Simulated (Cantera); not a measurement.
A closed system holds: 1 mol TiO2, 6.4 mol H2, equilibrated at 0.133 bar.

Cantera equilibrium calculation (NASA polynomials, part measured and part estimated; ideal gas, pure solids and liquids). Candidate condensed phases: H2O, Ti, TiO, TiO2, Ti2O3, Ti3O5, Ti4O7; 12 gas species. Mutual solubility and eutectic melting of coexisting phases are not modelled. Condensed phases not in the tables: Magnéli phases beyond Ti4O7. The numbers say what is thermodynamically allowed, not how fast it happens.

x: gas mole fraction; n: condensed amount in mol.

| T (K) | x H2 | x H2O | x H | x OH | x TiO2 | n Ti3O5(s) | n Ti4O7(s) |
|---|---|---|---|---|---|---|---|
| 1823 | 0.954 | 0.0444 | 0.00116 | (withheld) | 3.68e-8 | 0.137 | 0.147 |
| 1848 | 0.947 | 0.0517 | 0.00141 | (withheld) | 6.40e-8 | 0.324 | 0.00700 |
| 1873 | 0.946 | 0.0520 | 0.00172 | (withheld) | 1.04e-7 | 0.333 | 0 |
| 1898 | 0.946 | 0.0520 | 0.00208 | (withheld) | 1.67e-7 | 0.333 | 0 |
| 1923 | 0.945 | 0.0520 | 0.00251 | (withheld) | 2.65e-7 | 0.333 | 0 |
| 1948 | 0.945 | 0.0520 | 0.00301 | (withheld) | 4.14e-7 | 0.333 | 0 |
| 1973 | 0.944 | 0.0520 | 0.00359 | (withheld) | 6.39e-7 | 0.333 | 0 |

Problem. Some entries are withheld; supply them.

Solution. 
- 1823, x OH: 3.75e-6
- 1848, x OH: 5.67e-6
- 1873, x OH: 7.34e-6
- 1898, x OH: 9.37e-6
- 1923, x OH: 1.19e-5
- 1948, x OH: 1.50e-5
- 1973, x OH: 1.88e-5
